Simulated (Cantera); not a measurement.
## Ignition delay

Mixture: 4.18 % CH₄, 14.9 % O₂, 80.8 % N₂, 0.121 % C₂H₆, at 500000 Pa, adiabatic and at constant volume. Ignition delay is the time to a rise of 400 K.

Computed with Cantera and GRI-Mech 3.0 (53 species, 325 reactions).

```
T0 (K)  delay (ms)
------  ----------
1275          2.24
1375         0.735
1475         0.258
1575        0.0995
1675        0.0436
1775        0.0219
```

* **apparent activation energy between 1575 and 1775 K**: 180 kJ/mol
